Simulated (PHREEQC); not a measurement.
A solution holds 1.6 mmol/kgw PbCl2 and 0.041 mmol/kgw NaCl, at 25 °C. Closed to the air; pH follows from the charge balance.

Model: ion-association model, phreeqc.dat, run in PHREEQC.

No solid was allowed to form.

Problem. Estimate the pH.

Solution. pH 5.33.

Problem. In which forms is Cl present?

Solution. Cl- 96 %, PbCl+ 4.2 % of the Cl.
